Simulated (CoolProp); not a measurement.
R245fa along the isotherm -31.75 °C: Z from the reference equation and from simpler models built on Tc = 153.9 °C, pc = 36.51 bar, ω = 0.378; each cubic takes its own stable root.

Model: reference Helmholtz-energy equation of state, Akasaka 2015, in CoolProp.

| p (bar) | phase | reference |
|---|---|---|
| 6.52 | liquid | 0.02936 |
| 13 | liquid | 0.05850 |
| 19.6 | liquid | 0.08814 |
| 26.1 | liquid | 0.1173 |
| 32.6 | liquid | 0.1464 |
| 39.1 | liquid | 0.1754 |
| 45.6 | liquid | 0.2045 |
| 52.2 | liquid | 0.2339 |
| 58.7 | liquid | 0.2628 |
| 65.2 | liquid | 0.2917 |
| 71.7 | liquid | 0.3206 |
| 78.2 | liquid | 0.3494 |
| 84.8 | liquid | 0.3786 |
| 91.3 | liquid | 0.4074 |

Problem. How far does each simpler model (van der Waals, Redlich-Kwong, Peng-Robinson) lie from the reference over these 14 states: mean and median of the absolute difference, and the worst?

Solution. 
- van der Waals: mean 67.5 %, median 67.4 %, worst +70.2 % at -31.75 °C and 6.52 bar
- Redlich-Kwong: mean 14.6 %, median 14.6 %, worst +15.3 % at -31.75 °C and 6.52 bar
- Peng-Robinson: mean 1.9 %, median 1.9 %, worst -1.9 % at -31.75 °C and 91.3 bar
